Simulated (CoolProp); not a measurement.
Nitrogen along the isotherm 139.4 K: fugacity coefficient from the reference equation and from simpler models built on Tc = 126.2 K, pc = 3.396 MPa, ω = 0.037; each cubic takes its own stable root.

The numbers come from the reference Helmholtz-energy equation of state, Span 2000 in CoolProp.

```json
[
 {"p (MPa)": "0.0537", "phase": "gas", "reference": "0.9961", "van der Waals": "0.9963", "Redlich-Kwong": "0.9960", "Soave-Redlich-Kwong": "0.9960", "Peng-Robinson": "0.9955"},
 {"p (MPa)": "0.102", "phase": "gas", "reference": "0.9926", "van der Waals": "0.9930", "Redlich-Kwong": "0.9924", "Soave-Redlich-Kwong": "0.9924", "Peng-Robinson": "0.9914"},
 {"p (MPa)": "0.193", "phase": "gas", "reference": "0.9861", "van der Waals": "0.9868", "Redlich-Kwong": "0.9856", "Soave-Redlich-Kwong": "0.9857", "Peng-Robinson": "0.9837"},
 {"p (MPa)": "0.366", "phase": "gas", "reference": "0.9737", "van der Waals": "0.9750", "Redlich-Kwong": "0.9727", "Soave-Redlich-Kwong": "0.9729", "Peng-Robinson": "0.9693"},
 {"p (MPa)": "0.693", "phase": "gas", "reference": "0.9504", "van der Waals": "0.9528", "Redlich-Kwong": "0.9486", "Soave-Redlich-Kwong": "0.9490", "Peng-Robinson": "0.9424"},
 {"p (MPa)": "1.31", "phase": "gas", "reference": "0.9071", "van der Waals": "0.9111", "Redlich-Kwong": "0.9040", "Soave-Redlich-Kwong": "0.9047", "Peng-Robinson": "0.8929"},
 {"p (MPa)": "2.49", "phase": "gas", "reference": "0.8259", "van der Waals": "0.8317", "Redlich-Kwong": "0.8209", "Soave-Redlich-Kwong": "0.8224", "Peng-Robinson": "0.8026"},
 {"p (MPa)": "4.72", "phase": "supercritical", "reference": "0.6761", "van der Waals": "0.6769", "Redlich-Kwong": "0.6705", "Soave-Redlich-Kwong": "0.6736", "Peng-Robinson": "0.6456"},
 {"p (MPa)": "8.96", "phase": "supercritical", "reference": "0.4706", "van der Waals": "0.4828", "Redlich-Kwong": "0.4746", "Soave-Redlich-Kwong": "0.4789", "Peng-Robinson": "0.4490"},
 {"p (MPa)": "17", "phase": "supercritical", "reference": "0.3550", "van der Waals": "0.3957", "Redlich-Kwong": "0.3631", "Soave-Redlich-Kwong": "0.3671", "Peng-Robinson": "0.3325"}
]
```
